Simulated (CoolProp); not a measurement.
R13 at 293.15 K and 1.11 MPa flows at 5.2 m/s in a round tube of 20 mm bore and 15 µm roughness, fully developed (64/Re and Nu = 3.66 if laminar; Colebrook and Gnielinski if turbulent). Each further row changes one setting.

The numbers come from the reference Helmholtz-energy equation of state, Platzer 1990 in CoolProp. This equation is an older, rougher fit.

```csv
case,Reynolds number,Darcy friction factor,pressure drop (Pa/m),heat-transfer coefficient (W/(m² K)),mass flow (kg/h)
as stated,389000,0.0193,700,525,316
velocity 10.4 m/s,778000,0.0188,…,…,633
diameter 40 mm,778000,0.0165,299,446,…
```

Task: What belongs in the gaps?

Result: 
- velocity 10.4 m/s, pressure drop (Pa/m): 2740
- velocity 10.4 m/s, heat-transfer coefficient (W/(m² K)): 1030
- diameter 40 mm, mass flow (kg/h): 1270

Viscosity comes from a separate model (Huber 2003), an estimate that may be off by 10 % or more. Thermal conductivity comes from a separate model (Huber 2003), an estimate that may be off by 10 % or more.
